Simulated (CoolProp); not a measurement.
Sulfur hexafluoride along the isotherm 487.4 K: fugacity coefficient from the reference equation and from simpler models built on Tc = 318.7 K, pc = 3755 kPa, ω = 0.210; each cubic takes its own stable root.

The numbers come from the reference Helmholtz-energy equation of state, Guder 2009 in CoolProp.

```json
[
 {"p (kPa)": "1340", "phase": "gas", "reference": "0.9759", "van der Waals": "0.9652", "Redlich-Kwong": "0.9682", "Soave-Redlich-Kwong": "0.9781", "Peng-Robinson": "0.9703"},
 {"p (kPa)": "2680", "phase": "gas", "reference": "0.9529", "van der Waals": "0.9314", "Redlich-Kwong": "0.9380", "Soave-Redlich-Kwong": "0.9574", "Peng-Robinson": "0.9426"},
 {"p (kPa)": "4020", "phase": "supercritical", "reference": "0.9312", "van der Waals": "0.8986", "Redlich-Kwong": "0.9093", "Soave-Redlich-Kwong": "0.9382", "Peng-Robinson": "0.9171"},
 {"p (kPa)": "5360", "phase": "supercritical", "reference": "0.9107", "van der Waals": "0.8669", "Redlich-Kwong": "0.8824", "Soave-Redlich-Kwong": "0.9204", "Peng-Robinson": "0.8936"},
 {"p (kPa)": "6710", "phase": "supercritical", "reference": "0.8914", "van der Waals": "0.8365", "Redlich-Kwong": "0.8570", "Soave-Redlich-Kwong": "0.9039", "Peng-Robinson": "0.8719"},
 {"p (kPa)": "8050", "phase": "supercritical", "reference": "0.8737", "van der Waals": "0.8081", "Redlich-Kwong": "0.8337", "Soave-Redlich-Kwong": "0.8890", "Peng-Robinson": "0.8525"},
 {"p (kPa)": "9390", "phase": "supercritical", "reference": "0.8574", "van der Waals": "0.7819", "Redlich-Kwong": "0.8124", "Soave-Redlich-Kwong": "0.8756", "Peng-Robinson": "0.8349"},
 {"p (kPa)": "10700", "phase": "supercritical", "reference": "0.8429", "van der Waals": "0.7588", "Redlich-Kwong": "0.7936", "Soave-Redlich-Kwong": "0.8639", "Peng-Robinson": "0.8195"},
 {"p (kPa)": "12100", "phase": "supercritical", "reference": "0.8290", "van der Waals": "0.7372", "Redlich-Kwong": "0.7755", "Soave-Redlich-Kwong": "0.8530", "Peng-Robinson": "0.8050"},
 {"p (kPa)": "13400", "phase": "supercritical", "reference": "0.8176", "van der Waals": "0.7200", "Redlich-Kwong": "0.7607", "Soave-Redlich-Kwong": "0.8443", "Peng-Robinson": "0.7931"},
 {"p (kPa)": "14800", "phase": "supercritical", "reference": "0.8069", "van der Waals": "0.7044", "Redlich-Kwong": "0.7467", "Soave-Redlich-Kwong": "0.8363", "Peng-Robinson": "0.7818"},
 {"p (kPa)": "16100", "phase": "supercritical", "reference": "0.7984", "van der Waals": "0.6925", "Redlich-Kwong": "0.7355", "Soave-Redlich-Kwong": "0.8302", "Peng-Robinson": "0.7728"},
 {"p (kPa)": "17400", "phase": "supercritical", "reference": "0.7912", "van der Waals": "0.6829", "Redlich-Kwong": "0.7258", "Soave-Redlich-Kwong": "0.8252", "Peng-Robinson": "0.7650"},
 {"p (kPa)": "18800", "phase": "supercritical", "reference": "0.7848", "van der Waals": "0.6748", "Redlich-Kwong": "0.7169", "Soave-Redlich-Kwong": "0.8210", "Peng-Robinson": "0.7578"}
]
```
